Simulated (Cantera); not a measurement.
# Stirred combustor or abatement burner

A perfectly stirred reactor is fed with CH4 : H2 : O2 : N2 = 1 : 0.39 : 3.85 : 14.5 (molar parts), at 0.227 atm; it is adiabatic with a 750 K inlet, and is followed from long to short residence time, starting on the burning branch (τ in s: 0.3, 0.08, 0.022, 0.0058, 0.0016, 0.00042, 0.00011, 3e-05, 8.2e-06).

Detailed kinetics in Cantera: GRI-Mech 3.0 (53 species, 325 reactions).

```tsv
τ (s)	T (K)	x CH4	x H2	x O2	x H2O	x C2H6	x CH3	x C2H4
0.30	1964	3.43e-6	0.000473	0.0839	0.120	1.27e-12	9.42e-7	5.53e-11
0.080	1941	8.25e-6	0.000958	0.0839	0.118	4.75e-12	2.04e-6	1.84e-10
0.022	1897	1.91e-5	0.00192	0.0841	0.116	1.58e-11	4.11e-6	5.16e-10
0.0058	1823	4.99e-5	0.00350	0.0848	0.112	7.10e-11	8.97e-6	1.84e-9
0.0016	1726	0.000149	0.00532	0.0867	0.107	5.03e-10	2.18e-5	9.92e-9
0.00042	1612	0.000621	0.00732	0.0927	0.102	9.37e-9	7.23e-5	1.24e-7
0.00011	750	0.0507	0.0198	0.195	<1e-12	<1e-12	<1e-12	<1e-12
3.0e-5	750	0.0507	0.0198	0.195	<1e-12	<1e-12	<1e-12	<1e-12
8.2e-6	750	0.0507	0.0198	0.195	<1e-12	<1e-12	<1e-12	<1e-12
```
x: mole fraction; the columns are a selection and need not sum to one.
